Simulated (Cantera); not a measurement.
A closed system holds: 1 mol LiOH, a varied amount of H2, 0.87 mol H2O, held at 1 atm.

Cantera equilibrium calculation (NASA polynomials, part measured and part estimated; ideal gas, pure solids and liquids). Candidate condensed phases: H2O, Li, LiH, LiOH, Li2O; 17 gas species. Mutual solubility and eutectic melting of coexisting phases are not modelled. Rates play no part.

Stable condensed phases, one row left out:

```
T in K \ n(H2) in mol
         0.064   0.1  0.16  0.25  0.38   0.6  0.94   1.5   2.3   3.6   5.6   8.7
   1500      A     A     A     A     A     A     A     A     A     A     A     A
   1450      A     A     A     A     A     A     A     A     A     A     A     A
   1400      A     A     A     A     A     A     A     A     A     A     A     A
   1350      A     A     A     A     A     A     A     A     A     A     A     A
   1300      B     B     C     A     A     A     A     A     A     A     A     A
   1250      B     B     B     B     C     A     A     A     A     A     A     A
   1200      B     B     B     B     B     B     C     A     A     A     A     A
   1150      B     B     B     B     B     B     B     C     A     A     A     A
   1100      B     B     B     B     B     B     B     B     C     A     A     A
   1000      B     B     B     B     B     B     B     B     B     B     C     A
    950      B     B     B     B     B     B     B     B     B     B     B     C
    900      B     B     B     B     B     B     B     B     B     B     B     B
```

A: Li2O; B: LiOH; C: LiOH + Li2O.

Task: Give the row for 1050 K.

Result: 0.064: LiOH; 0.1: LiOH; 0.16: LiOH; 0.25: LiOH; 0.38: LiOH; 0.6: LiOH; 0.94: LiOH; 1.5: LiOH; 2.3: LiOH; 3.6: LiOH + Li2O; 5.6: Li2O; 8.7: Li2O.
